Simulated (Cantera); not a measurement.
Silicon nitride deposition: SiH2Cl2 + NH3 + N2

A closed system holds: 1 mol SiH2Cl2, 0.34 mol NH3, 3.9 mol N2, at 16.0 mbar.

Cantera equilibrium calculation (NASA polynomials, part measured and part estimated; ideal gas, pure solids and liquids). Candidate condensed phases: NH4Cl, Si, Si3N4; 28 gas species. The tables' values for SiCl3, SiCl, SiN are old estimates; treat these amounts as uncertain. Gases not in the tables: Si2H6 and higher silanes. Equilibrium is a limit: real reactors are often held back by kinetics, nucleation or transport.

From 1198 K to 1798 K the condensed part is Si3N4(s). At 1898 K the condensed part is Si(l). The main Si-bearing gas is SiCl4 at 1198 K and SiCl2 at 1898 K. The share of Si in condensed phases is highest at 1198 K (88.7 %) and lowest at 1898 K (27.8 %).

| T (K) | x N2 | x HCl | x H2 | x SiCl2 | x SiCl4 | x SiCl3 | x H | n Si3N4(s) | n Si(l) |
|---|---|---|---|---|---|---|---|---|---|
| 1198 | 0.592 | 0.265 | 0.124 | 0.000266 | 0.0179 | 0.000735 | 5.30e-7 | 0.296 | 0 |
| 1298 | 0.591 | 0.267 | 0.122 | 0.00211 | 0.0150 | 0.00230 | 2.96e-6 | 0.295 | 0 |
| 1398 | 0.591 | 0.258 | 0.125 | 0.0109 | 0.0101 | 0.00509 | 1.32e-5 | 0.281 | 0 |
| 1498 | 0.593 | 0.226 | 0.137 | 0.0340 | 0.00411 | 0.00662 | 5.02e-5 | 0.243 | 0 |
| 1598 | 0.598 | 0.174 | 0.157 | 0.0648 | 0.000949 | 0.00499 | 0.000167 | 0.187 | 0 |
| 1698 | 0.603 | 0.125 | 0.177 | 0.0915 | 0.000168 | 0.00279 | 0.000481 | 0.135 | 0 |
| 1798 | 0.607 | 0.0865 | 0.192 | 0.111 | 2.89e-5 | 0.00140 | 0.00122 | 0.0933 | 0 |
| 1898 | 0.617 | 0.0853 | 0.185 | 0.107 | 1.02e-5 | 0.000898 | 0.00266 | 0 | 0.278 |
x: gas mole fraction; n: condensed amount in mol.
